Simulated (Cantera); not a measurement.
Cantera run, input and output.

```python
import numpy as np
import cantera as ct

gas = ct.Solution("gri30.yaml")
gas.TPX = 525, 330000, {'CH4': 1, 'C2H6': 0.26, 'C3H8': 0.091, 'O2': 3.37, 'N2': 10.8, 'H2O': 0.57}
flame = ct.FreeFlame(gas, width=0.017)
flame.set_refine_criteria(ratio=3, slope=0.08, curve=0.16)
flame.transport_model = "mixture-averaged"
flame.solve(loglevel=0, auto=True)
flame.transport_model = "multicomponent"
flame.soret_enabled = False
flame.solve(loglevel=0, refine_grid=True)
z, T = flame.grid, flame.T
thick = (T[-1] - T[0]) / np.gradient(T, z).max()
show = ['CH4', 'C2H6', 'C3H8', 'CH3', 'CH2', 'O2']
print(f"laminar burning velocity  {flame.velocity[0] * 100:.3f} cm/s")
print(f"burnt temperature         {T[-1]:.1f} K")
print(f"thermal thickness         {thick * 1e3:.4f} mm")
print(f"grid points               {len(z)}")
z0 = z[flame.heat_release_rate.argmax()]
print(f"{'z/mm':>9s}{'T/K':>9s}{'u/(m/s)':>9s}" + "".join(f"{s:>11s}" for s in show))
rows = []
for k in (-3, -2, -1.5, -1, -0.5, -0.25, 0, 0.25, 0.5, 1, 2, 4, 8):
    zz = z0 + k * thick
    rows.append([k * thick, np.interp(zz, z, T), np.interp(zz, z, flame.velocity),
                 *(np.interp(zz, z, flame.X[gas.species_index(s)]) for s in show)])
    print(f"{rows[-1][0] * 1e3:9.3f}{rows[-1][1]:9.1f}{rows[-1][2]:9.3f}" + "".join(f"{x:11.3e}" for x in rows[-1][3:]))
```

It prints:

```
laminar burning velocity  88.327 cm/s
burnt temperature         2451.0 K
thermal thickness         0.1185 mm
grid points               146
     z/mm      T/K  u/(m/s)        CH4       C2H6       C3H8        CH3        CH2         O2
   -0.355    525.2    0.884  6.209e-02  1.615e-02  5.651e-03  5.338e-10  9.062e-19  2.093e-01
   -0.237    527.4    0.890  6.189e-02  1.612e-02  5.642e-03  8.218e-09  1.961e-17  2.087e-01
   -0.178    536.0    0.906  6.145e-02  1.606e-02  5.629e-03  4.685e-08  7.228e-16  2.076e-01
   -0.118    596.3    1.014  5.904e-02  1.572e-02  5.560e-03  9.543e-07  1.143e-12  2.020e-01
   -0.059   1010.8    1.754  4.359e-02  1.140e-02  4.138e-03  2.201e-04  6.841e-08  1.639e-01
   -0.030   1454.0    2.564  2.540e-02  4.754e-03  1.400e-03  1.706e-03  5.938e-06  1.178e-01
    0.000   1873.0    3.339  6.414e-03  2.438e-04  2.446e-05  2.019e-03  6.334e-05  6.594e-02
    0.030   2057.7    3.661  4.539e-04  5.520e-07  5.531e-09  2.507e-04  2.144e-05  3.679e-02
    0.059   2126.3    3.763  1.569e-05  3.932e-10  1.989e-13  1.037e-05  1.112e-06  2.659e-02
    0.118   2207.5    3.879  2.968e-08  3.792e-15  8.152e-17  2.339e-08  2.654e-09  2.048e-02
    0.237   2295.6    4.011  2.173e-12 -4.827e-17 -4.175e-17  2.159e-12  3.339e-13  1.634e-02
    0.474   2373.2    4.127  1.091e-15  5.414e-18  5.056e-18  3.730e-15  1.087e-15  1.285e-02
    0.948   2423.5    4.201  6.556e-16 -3.323e-19 -3.623e-19  1.973e-15  5.268e-16  1.040e-02
```

Computed with Cantera and GRI-Mech 3.0 (53 species, 325 reactions). Burning velocities carry a grid error of a few per cent, more on coarse grids.
